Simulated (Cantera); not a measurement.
Input: 1 mol PbO, 0.2 mol H₂, 13 mol N₂, equilibrated at 1498 K and 1600 Pa.

Method: chemical equilibrium by Gibbs-energy minimisation in Cantera with the NASA 1993 tables (ideal gas, pure condensed phases). Candidate condensed phases: H₂O, Pb, PbO, PbO₂, Pb₃O₄; 27 gas species. Gases not in the tables: (PbO)n polymers. Kinetics and transport are ignored.

Base state: N₂ 0.911, PbO 0.0455, Pb 0.0245, H₂O 0.0140, O₂ 0.00514, NO 0.000204, OH 3.20e-5 (mole fractions); condensed: gas only.

Question: What changes in the equilibrium state with this change: temperature from 1498 K to 773 K?

Answer: 
| species | before | after |
|---|---|---|
| N₂ | 0.911 | 0.985 |
| H₂O | 0.0140 | 0.0152 |
| Pb | 0.0245 | 1.44e-6 |
| PbO | 0.0455 | 1.00e-9 |
| O₂ | 0.00514 | <1e-9 |
| NO | 0.000204 | <1e-9 |
| Pb(l), mol | 0 | 0.200 |
| PbO(yellow), mol | 0 | 0.800 |
